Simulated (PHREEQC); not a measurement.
A solution holds 0.00036 mol H2S and 5.4e-05 mol NaCl per kg of water, at 25 °C. Closed to the air; pH follows from the charge balance.

Equilibrium calculation in PHREEQC: ion-association model, wateq4f.dat.

```tsv
quantity	before	after
pH	5.20	6.85
ionic strength (mol/kgw)	6.04e-5	0.000744
H2S (mol/kgw)	0.000354	0.000197
HS- (mol/kgw)	6.42e-6	0.000163
SI of Halite (NaCl)	-10.13	-9.01
```

Task: Which change was made?
A. 3.6e-05 mol/kgw Na2CO3 added
B. 0.00069 mol/kgw NaHCO3 added
C. H2S replaced by NaHS at the same molality
D. diluted 10-fold with water

Result: B, 0.00069 mol/kgw NaHCO3 added

Precipitation was switched off in this run.
